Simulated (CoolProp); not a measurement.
Model: reference Helmholtz-energy equation of state, Smukala 2000, in CoolProp.

Question: For ethylene, give the phase and the expansivity (1/kK), fugacity coefficient at 305.8 K and 3.1 MPa; 342.4 K and 3.1 MPa.

Answer: 
- 305.8 K and 3.1 MPa: gas; expansivity 6.10, fugacity coefficient 0.843
- 342.4 K and 3.1 MPa: gas; expansivity 4.38, fugacity coefficient 0.891
